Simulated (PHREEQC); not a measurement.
A column of 0.5 m (30 cells, dispersivity 0.018 m, 3600 s a shift, diffusion coefficient 3e-10 m²/s) holds 0.0057 eq of the database's cation exchanger X per kg of pore water, first in equilibrium with 0.0027 mol MgCl2, 0.00043 mol CuCl2, 0.0006 mol SrCl2 and 1e-05 mol HCl per kg of water. It is flushed with 0.0056 mol BaCl2 and 1e-05 mol HCl per kg of water, at 25 °C. Values are for the last cell. CO2 from the air is kept out. No solid was allowed to form.

Base run: PHREEQC, ion-association model, phreeqc.dat. Each further column changes one thing. The table gives Mg in solution (mol/kgw).

```json
[
 {"pore volumes": "0", "base": "0.00270", "exchange capacity from 0.0057 to 0.0029 eq/kgw": "0.00270", "dispersivity from 0.018 to 0.036 m": "0.00270"},
 {"pore volumes": "0.55", "base": "0.00272", "exchange capacity from 0.0057 to 0.0029 eq/kgw": "0.00272", "dispersivity from 0.018 to 0.036 m": "0.00279"},
 {"pore volumes": "1.083", "base": "0.00320", "exchange capacity from 0.0057 to 0.0029 eq/kgw": "0.00221", "dispersivity from 0.018 to 0.036 m": "0.00274"},
 {"pore volumes": "1.483", "base": "0.00147", "exchange capacity from 0.0057 to 0.0029 eq/kgw": "0.000588", "dispersivity from 0.018 to 0.036 m": "0.00141"},
 {"pore volumes": "2.017", "base": "0.000194", "exchange capacity from 0.0057 to 0.0029 eq/kgw": "4.99e-5", "dispersivity from 0.018 to 0.036 m": "0.000382"},
 {"pore volumes": "2.55", "base": "1.83e-5", "exchange capacity from 0.0057 to 0.0029 eq/kgw": "3.16e-6", "dispersivity from 0.018 to 0.036 m": "8.99e-5"},
 {"pore volumes": "2.95", "base": "2.85e-6", "exchange capacity from 0.0057 to 0.0029 eq/kgw": "3.63e-7", "dispersivity from 0.018 to 0.036 m": "2.94e-5"},
 {"pore volumes": "3.483", "base": "2.22e-7", "exchange capacity from 0.0057 to 0.0029 eq/kgw": "1.90e-8", "dispersivity from 0.018 to 0.036 m": "6.52e-6"},
 {"pore volumes": "4.017", "base": "1.66e-8", "exchange capacity from 0.0057 to 0.0029 eq/kgw": "9.44e-10", "dispersivity from 0.018 to 0.036 m": "1.43e-6"}
]
```
